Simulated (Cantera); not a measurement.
What does this Cantera script print?

```python
import numpy as np
import cantera as ct

gas = ct.Solution("SiF4_NH3_mec.yaml", "gas")
gas.TPX = 2373, 95000, {'NH3': 1, 'N2': 23}
reactor = ct.IdealGasConstPressureReactor(gas, energy="off", clone=False)
net = ct.ReactorNet([reactor])
net.rtol, net.atol = 1e-08, 1e-18
show = ['NH3', 'N2', 'H2', 'N2H4', 'NH']
times = np.geomspace(3e-06, 20, 10)

steps = ct.SolutionArray(gas, extra=["t"])
rows = []
print(f"{'t/s':>10s}{'T/K':>9s}{'P/Pa':>11s}" + "".join(f"{s:>11s}" for s in show))
for t in times:
    while net.time < t:
        t_next = net.step()
        steps.append(gas.state, t=t_next)
    rows.append([np.interp(t, steps.t, y) for y in (steps.T, steps.P, *steps(*show).X.T)])
    print(f"{t:10.3e}{rows[-1][0]:9.1f}{rows[-1][1]:11.4g}" + "".join(f"{x:11.3e}" for x in rows[-1][2:]))
rate = np.gradient(steps.T, steps.t)
print("integrator steps:", len(steps.t))
if steps.T.max() > steps.T[0] + 200:
    print(f"time of steepest temperature rise: {steps.t[rate.argmax()]:.4e} s")
gas.TPX = 2373, 95000, {'NH3': 1, 'N2': 23}
gas.equilibrate("TP")
print(f"equilibrium (TP): T = {gas.T:.1f} K  " + "  ".join(f"{s} {gas[s].X[0]:.3e}" for s in show))
```

It prints:

```
       t/s      T/K       P/Pa        NH3         N2         H2       N2H4         NH
 3.000e-06   2373.0    9.5e+04  4.160e-02  9.583e-01  3.084e-05  1.640e-10  1.155e-07
 1.719e-05   2373.0    9.5e+04  4.123e-02  9.581e-01  2.187e-04  5.939e-09  4.576e-06
 9.852e-05   2373.0    9.5e+04  3.912e-02  9.571e-01  2.488e-03  4.641e-08  3.060e-05
 5.646e-04   2373.0    9.5e+04  2.888e-02  9.526e-01  1.767e-02  1.493e-08  4.181e-05
 3.236e-03   2373.0    9.5e+04  5.378e-03  9.421e-01  5.182e-02  9.085e-10  2.626e-05
 1.854e-02   2373.0    9.5e+04  4.769e-06  9.387e-01  5.849e-02  1.918e-14  7.178e-07
 1.063e-01   2373.0    9.5e+04  2.036e-07  9.384e-01  5.816e-02  5.369e-17  4.707e-08
 6.090e-01   2373.0    9.5e+04  1.548e-07  9.384e-01  5.816e-02  3.106e-17  3.579e-08
 3.490e+00   2373.0    9.5e+04  1.548e-07  9.384e-01  5.816e-02  3.106e-17  3.579e-08
 2.000e+01   2373.0    9.5e+04  1.548e-07  9.384e-01  5.816e-02  3.106e-17  3.579e-08
integrator steps: 1510
equilibrium (TP): T = 2373.0 K  NH3 1.548e-07  N2 9.384e-01  H2 5.816e-02  N2H4 3.106e-17  NH 3.579e-08
```

Cantera simulation using the gas-phase N/H chemistry of the illustrative SiF4/NH3 mechanism in the Surface Chemkin manual (1991); the numbers are that mechanism's predictions, not measurements. Walls and surfaces, which speed up NH3 decomposition in real reactors, are not modelled.
